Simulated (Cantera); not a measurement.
Transport properties of process gases

Gas mixture: 100 % NO, at 180 Pa, frozen composition.

Cantera's kinetic-theory transport with the Lennard-Jones parameters of GRI-Mech 3.0, ideal gas; thermal conductivity in the mixture-averaged form. The composition is frozen, though it would react at the higher temperatures.

| T (K) | ρ (kg/m³) | cp (J/kg/K) | μ (µPa s) | λ (mW/m/K) | Pr | D (cm²/s) OH | D (cm²/s) N2 | D (cm²/s) O |
|---|---|---|---|---|---|---|---|---|
| 400 | 0.00162 | 998.6 | 23.1 | 32.4 | 0.712 | 291 | 191 | 297 |
| 600 | 0.00108 | 1041 | 30.6 | 45.1 | 0.706 | 579 | 381 | 591 |
| 800 | 0.000812 | 1092 | 37.1 | 57.3 | 0.708 | 938 | 618 | 957 |
| 1000 | 0.000650 | 1133 | 42.9 | 68.6 | 0.709 | 1360 | 897 | 1390 |
| 1200 | 0.000541 | 1159 | 48.4 | 79.3 | 0.707 | 1840 | 1220 | 1880 |
| 1400 | 0.000464 | 1181 | 53.4 | 89.4 | 0.706 | 2380 | 1570 | 2430 |
D: mixture-averaged diffusion coefficient of that species in the mixture.
